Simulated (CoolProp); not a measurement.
A single-stage vapour-compression cycle with isobutene: evaporating at 284.15 K (dew point), condensing at 312.15 K (bubble point), superheat 0 K, subcooling 5 K, compressor efficiency 0.8, no pressure losses. Each further row changes one setting.

Model: reference Helmholtz-energy equation of state, Lemmon 2005, in CoolProp. It is a short technical equation, of lower accuracy than the large ones.

```
case                              cooling COP  pressure ratio  discharge temperature (K)  refrigerating effect (kJ/kg)  volumetric capacity (kJ/m³)
--------------------------------  -----------  --------------  -------------------------  ----------------------------  ---------------------------
as stated                                7.48            2.34                      316.0                           319                         1580
evaporating temperature 289.15 K         9.44            1.99                      315.0                           326                         1890
condensing temperature 307.15 K          9.31            2.04                      310.6                           331                         1640
subcooling 10 K                          7.76            2.34                      316.0                           331                         1640
superheat 10 K                           7.52            2.34                      326.0                           336                         1590
compressor efficiency 0.7                6.54            2.34                      319.3                           319                         1580
```
